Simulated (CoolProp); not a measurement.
Vapour-liquid equilibrium of ethane (1) + CHF3 (R23) (2) at 253.8 K; x and y are mole fractions of (1).

Model: multi-fluid Helmholtz-energy mixture model, Bücker 2006 and Penoncello 2003; pair parameters Bell 2016, in CoolProp.

```
x     bubble pressure (MPa)  y at the bubble point  dew pressure at overall composition x (MPa)  liquid density (mol/L)
----  ---------------------  ---------------------  -------------------------------------------  ----------------------
0.05                  1.639                  0.139                                        1.497                   16.26
0.15                  1.916                  0.292                                        1.657                   15.60
0.25                  2.062                  0.374                                          [?]                   15.03
0.35                  2.137                  0.430                                        2.022                   14.58
0.45                  2.169                  0.476                                        2.155                   14.27
0.55                  2.167                  0.520                                        2.149                   14.11
0.65                  2.132                  0.568                                          [?]                     [?]
0.75                  2.051                  0.630                                        1.844                     [?]
0.85                  1.900                  0.718                                        1.672                   14.34
0.95                  1.638                  0.871                                        1.517                     [?]
```

### Question
Complete the blanks.

### Answer

- 0.25, dew pressure at overall composition x (MPa): 1.838
- 0.65, dew pressure at overall composition x (MPa): 2.018
- 0.65, liquid density (mol/L): 14.08
- 0.75, liquid density (mol/L): 14.17
- 0.95, liquid density (mol/L): 14.55

y crosses x between x = 0.45 and 0.55: the model has an azeotrope there.

The pair parameters rest on a limited set of measurements; away from them the model extrapolates. With so large a gap from Raoult's law the liquid may split in two, which this calculation doesn't test in full.
